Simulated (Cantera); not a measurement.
A perfectly stirred reactor is fed with H2 : O2 : N2 = 1.3 : 0.641 : 2.41 (molar parts), at 3750 Torr; it is adiabatic with a 500 K inlet, and is followed from long to short residence time, starting on the burning branch (τ in s: 0.024, 0.013, 0.0074, 0.0041, 0.0022, 0.0012, 0.00068, 0.00037, 0.0002, 0.00011, 6.2e-05, 3.4e-05, 1.9e-05).

Model: the H2/O2 subset of GRI-Mech 3.0, which has no nitrogen chemistry, integrated in Cantera. The hydrogen kinetics of GRI-Mech 3.0 are dated; newer H2 mechanisms differ, most at raised pressure.

x: mole fraction; the columns are a selection and need not sum to one.

```tsv
τ (s)	T (K)	x H2	x O2	x OH	x HO2	x O
0.024	2551	0.0172	0.00443	0.00788	2.48e-6	0.000569
0.013	2549	0.0174	0.00451	0.00796	2.54e-6	0.000582
0.0074	2546	0.0177	0.00464	0.00808	2.64e-6	0.000604
0.0041	2540	0.0182	0.00486	0.00828	2.82e-6	0.000642
0.0022	2531	0.0191	0.00525	0.00865	3.16e-6	…
0.0012	2517	0.0205	0.00584	0.00919	3.71e-6	…
0.00068	2497	0.0223	0.00664	0.00992	4.55e-6	…
0.00037	2467	0.0249	0.00780	0.0109	5.97e-6	…
0.00020	2425	0.0283	0.00932	0.0122	8.23e-6	…
0.00011	2373	0.0322	0.0112	0.0135	1.16e-5	…
6.2e-5	2311	0.0364	0.0133	0.0147	1.64e-5	…
3.4e-5	2232	0.0411	0.0159	0.0157	2.37e-5	…
1.9e-5	2143	0.0460	0.0189	0.0162	3.37e-5	…
```

Problem. Fill in the missing entries.

Solution. 
- 0.0022, x O: 0.000712
- 0.0012, x O: 0.000827
- 0.00068, x O: 0.00100
- 0.00037, x O: 0.00129
- 0.00020, x O: 0.00173
- 0.00011, x O: 0.00236
- 6.2e-5, x O: 0.00317
- 3.4e-5, x O: 0.00427
- 1.9e-5, x O: 0.00553
